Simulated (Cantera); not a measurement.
A closed system holds: 1 mol Fe(CO)5, 0.042 mol CO, 0.78 mol N2, held at 1573.15 K and 51.0 Pa.

These are equilibrium values from Cantera (NASA tables, ideal gas, pure condensed phases), not measurements of a reactor. Candidate condensed phases: C, Fe, Fe(CO)5, FeO, Fe2O3, Fe3O4; 27 gas species. Rates play no part.

Base state: CO 0.865, N2 0.134, Fe 0.00129 (mole fractions); condensed: Fe(γ).

**Question.** What changes in the equilibrium state with this change: pressure from 51.0 Pa to 0.133 bar?

**Answer.** 
```
species      before    after
----------  -------  -------
CO            0.865    0.866
N2            0.134    0.134
CO2         1.37e-7  3.59e-5
Fe          0.00129  4.95e-6
Fe(γ), mol    0.992    1.000
```
